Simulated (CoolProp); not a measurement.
A single-stage vapour-compression cycle with R143a: evaporating at 198.15 K (dew point), condensing at 235.15 K (bubble point), superheat 8 K, subcooling 2 K, compressor efficiency 0.7, no pressure losses. Each further row changes one setting.

The numbers come from the reference Helmholtz-energy equation of state, Lemmon and Jacobsen 2000 in CoolProp.

```json
[
 {"case": "as stated", "cooling COP": "3.25", "pressure ratio": "7.03", "discharge temperature (K)": "285.5", "refrigerating effect (kJ/kg)": "205", "volumetric capacity (kJ/m³)": "224"},
 {"case": "evaporating temperature 203.15 K", "cooling COP": "3.94", "pressure ratio": "5.15", "discharge temperature (K)": "278.2", "refrigerating effect (kJ/kg)": "209", "volumetric capacity (kJ/m³)": "304"},
 {"case": "condensing temperature 230.15 K", "cooling COP": "3.84", "pressure ratio": "5.63", "discharge temperature (K)": "276.3", "refrigerating effect (kJ/kg)": "212", "volumetric capacity (kJ/m³)": "231"},
 {"case": "subcooling 7 K", "cooling COP": "3.36", "pressure ratio": "7.03", "discharge temperature (K)": "285.5", "refrigerating effect (kJ/kg)": "212", "volumetric capacity (kJ/m³)": "231"},
 {"case": "superheat 18 K", "cooling COP": "3.22", "pressure ratio": "7.03", "discharge temperature (K)": "296.8", "refrigerating effect (kJ/kg)": "213", "volumetric capacity (kJ/m³)": "221"},
 {"case": "compressor efficiency 0.6", "cooling COP": "2.79", "pressure ratio": "7.03", "discharge temperature (K)": "296.6", "refrigerating effect (kJ/kg)": "205", "volumetric capacity (kJ/m³)": "224"}
]
```
